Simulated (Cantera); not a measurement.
An adiabatic, constant-pressure homogeneous reactor starts with CH4 : O2 : N2 = 1 : 0.87 : 3.27 (molar parts), at 1273 K and 760 Torr. Integrator tolerance rtol = 1e-08.

Computed with Cantera and GRI-Mech 3.0 (53 species, 325 reactions).

What does this change do: initial temperature 1273 to 1650 K?


| quantity | before | after |
|---|---|---|
| time of steepest temperature rise | 26.5 ms | 0.406 ms |
| temperature at 4.00 s | 2173 K | 2481 K |
| equilibrium temperature | 2173 K | 2481 K |
| x(CH4) at 4.00 s | 2.08e-10 (gas-phase equilibrium 2.39e-10) | 4.46e-11 (gas-phase equilibrium 5.00e-11) |
| x(O2) at 4.00 s | 2.20e-7 (gas-phase equilibrium 2.20e-7) | 7.40e-6 (gas-phase equilibrium 7.40e-6) |
| x(HCO) at 4.00 s | 8.13e-8 (gas-phase equilibrium 8.13e-8) | 2.28e-7 (gas-phase equilibrium 2.28e-7) |
| x(CH3) at 4.00 s | 4.17e-11 (gas-phase equilibrium 4.78e-11) | 4.06e-11 (gas-phase equilibrium 4.56e-11) |
| x(NO) at 4.00 s | 9.91e-6 (gas-phase equilibrium 9.91e-6) | 0.000107 (gas-phase equilibrium 0.000107) |
| x(CH2O) at 4.00 s | 1.27e-8 (gas-phase equilibrium 1.27e-8) | 1.23e-8 (gas-phase equilibrium 1.23e-8) |
| x(H2) at 4.00 s | 0.213 (gas-phase equilibrium 0.213) | 0.207 (gas-phase equilibrium 0.207) |

What does this change do: pressure from 760 Torr to 12000 Torr?


```json
[
 {"quantity": "time of steepest temperature rise", "before": "26.5 ms", "after": "1.89 ms"},
 {"quantity": "temperature at 4.00 s", "before": "2173 K", "after": "2184 K"},
 {"quantity": "equilibrium temperature", "before": "2173 K", "after": "2184 K"},
 {"quantity": "x(CH4) at 4.00 s", "before": "2.08e-10 (gas-phase equilibrium 2.39e-10)", "after": "5.08e-8 (gas-phase equilibrium 5.67e-8)"},
 {"quantity": "x(O2) at 4.00 s", "before": "2.20e-7 (gas-phase equilibrium 2.20e-7)", "after": "1.59e-8 (gas-phase equilibrium 1.59e-8)"},
 {"quantity": "x(HCO) at 4.00 s", "before": "8.13e-8 (gas-phase equilibrium 8.13e-8)", "after": "3.38e-7 (gas-phase equilibrium 3.38e-7)"},
 {"quantity": "x(CH3) at 4.00 s", "before": "4.17e-11 (gas-phase equilibrium 4.78e-11)", "after": "2.71e-9 (gas-phase equilibrium 3.03e-9)"},
 {"quantity": "x(NO) at 4.00 s", "before": "9.91e-6 (gas-phase equilibrium 9.91e-6)", "after": "2.73e-6 (gas-phase equilibrium 2.73e-6)"},
 {"quantity": "x(CH2O) at 4.00 s", "before": "1.27e-8 (gas-phase equilibrium 1.27e-8)", "after": "2.01e-7 (gas-phase equilibrium 2.01e-7)"},
 {"quantity": "x(H2) at 4.00 s", "before": "0.213 (gas-phase equilibrium 0.213)", "after": "0.214 (gas-phase equilibrium 0.214)"}
]
```
The pressure lies above the range GRI-Mech 3.0 was tuned for (to about 10 atm).
